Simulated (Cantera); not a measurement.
**Dilute partial oxidation**

A perfectly stirred reactor is fed with 0.387 % CH4, 0.417 % O2, 99.2 % N2, equivalence ratio 1.9, at 4.10 bar; it is held at 1298 K, and followed from long to short residence time.

Cantera simulation using GRI-Mech 3.0 (53 species, 325 reactions); the numbers are that mechanism's predictions, not measurements.

```
τ (s)       x CH4      x O2     x H2    x CH3    x C2H2    x C2H4
-------  --------  --------  -------  -------  --------  --------
8.5      0.000898  0.000235  0.00146  1.13e-6  0.000127   3.76e-5
2.9      0.000930  0.000410  0.00146  1.72e-6  0.000111   5.93e-5
1.0       0.00103  0.000715  0.00144  2.64e-6   9.34e-5   8.98e-5
0.36      0.00129   0.00127  0.00137  3.97e-6   7.55e-5  0.000132
0.12      0.00368   0.00406  7.44e-5  2.12e-6   1.52e-6   1.92e-5
0.043     0.00384   0.00415  6.70e-6  1.04e-6   1.55e-8   8.09e-7
0.015     0.00386   0.00416  1.06e-6  6.41e-7  3.95e-10   7.07e-8
0.0052    0.00387   0.00417  2.40e-7  4.06e-7  1.40e-11   8.14e-9
0.0018    0.00387   0.00417  5.78e-8  1.81e-7    <1e-12  5.21e-10
0.00063   0.00387   0.00417  1.51e-8  5.76e-8    <1e-12  1.82e-11
0.00022   0.00387   0.00417  4.34e-9  1.77e-8    <1e-12    <1e-12
```
x: mole fraction; the columns are a selection and need not sum to one.
